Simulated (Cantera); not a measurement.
A closed system holds: 1 mol Al(CH₃)₃, 1.7 mol N₂O, 7.4 mol N₂, held at 1.00 Torr.

Method: chemical equilibrium by Gibbs-energy minimisation in Cantera with the NASA 1993 tables (ideal gas, pure condensed phases). Candidate condensed phases: Al, AlN, Al₂O₃, C, C₆H₆, C₇H₈, C₈H₁₈, H₂O; 148 gas species. The feed counts by its element totals alone. The numbers say what is thermodynamically allowed, not how fast it happens.

Q: At 1348 K, list the 5 most abundant gas species with their mole fractions, and the condensed phases.

A: N₂ 0.581, H₂ 0.304, CO 0.115, HCN 0.000135, H 3.49e-5. Condensed: AlN(s) + C(graphite).
